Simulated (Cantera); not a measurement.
Feed: 1 mol CaCO3, 1.3 mol H2S, 0.3 mol O2, equilibrated at 1573 K.

Cantera equilibrium calculation (NASA polynomials, part measured and part estimated; ideal gas, pure solids and liquids). Candidate condensed phases: C, C6H6, C7H8, C8H18, Ca, CaCO3, CaO, Ca(OH)2, CaS, CaSO4, H2O, H2SO4, S; 129 gas species. Mutual solubility and eutectic melting of coexisting phases are not modelled. The numbers say what is thermodynamically allowed, not how fast it happens.

Question: Which condensed phases are stable at each of these points (P (Pa)): 1000, 3500, 13000, 45000, 160000, 560000, 2000000?

Answer: 
```json
[
 {"P (Pa)": "1000", "condensed phases": "CaO(s) + CaS(s)", "Ca condensed (%)": "100.0"},
 {"P (Pa)": "3500", "condensed phases": "CaO(s) + CaS(s)", "Ca condensed (%)": "100.0"},
 {"P (Pa)": "13000", "condensed phases": "CaO(s) + CaS(s)", "Ca condensed (%)": "100.0"},
 {"P (Pa)": "45000", "condensed phases": "CaO(s) + CaS(s)", "Ca condensed (%)": "100.0"},
 {"P (Pa)": "160000", "condensed phases": "CaS(s)", "Ca condensed (%)": "100.0"},
 {"P (Pa)": "560000", "condensed phases": "CaS(s)", "Ca condensed (%)": "100.0"},
 {"P (Pa)": "2000000", "condensed phases": "CaS(s)", "Ca condensed (%)": "100.0"}
]
```

From 1000 Pa to 45000 Pa the condensed part is CaO(s) + CaS(s). From 160000 Pa to 2000000 Pa the condensed part is CaS(s).
